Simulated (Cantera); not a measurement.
An adiabatic, constant-pressure homogeneous reactor starts with CH4 : H2 : O2 : N2 = 1 : 0.083 : 1.86 : 6.98 (molar parts), equivalence ratio 1.1, at 950 K and 7500 Torr.

Computed with Cantera and GRI-Mech 3.0 (53 species, 325 reactions). Below about 1000 K GRI-Mech 3.0 lacks low-temperature oxidation paths.

Predict: time of steepest temperature rise; temperature at 3.00 s; equilibrium temperature; x(H2) at 3.00 s; x(O2) at 3.00 s; x(OH) at 3.00 s; x(N2O) at 3.00 s; x(NO2) at 3.00 s; x(H2O2) at 3.00 s.


| Quantity | Result |
|---|---|
| time of steepest temperature rise | 53.9 ms |
| temperature at 3.00 s | 2639 K |
| equilibrium temperature | 2639 K |
| x(H2) at 3.00 s | 0.0138 (gas-phase equilibrium 0.0138) |
| x(O2) at 3.00 s | 0.00239 (gas-phase equilibrium 0.00239) |
| x(OH) at 3.00 s | 0.00551 (gas-phase equilibrium 0.00551) |
| x(N2O) at 3.00 s | 4.77e-7 (gas-phase equilibrium 4.77e-7) |
| x(NO2) at 3.00 s | 7.57e-7 (gas-phase equilibrium 7.57e-7) |
| x(H2O2) at 3.00 s | 2.72e-7 (gas-phase equilibrium 2.72e-7) |
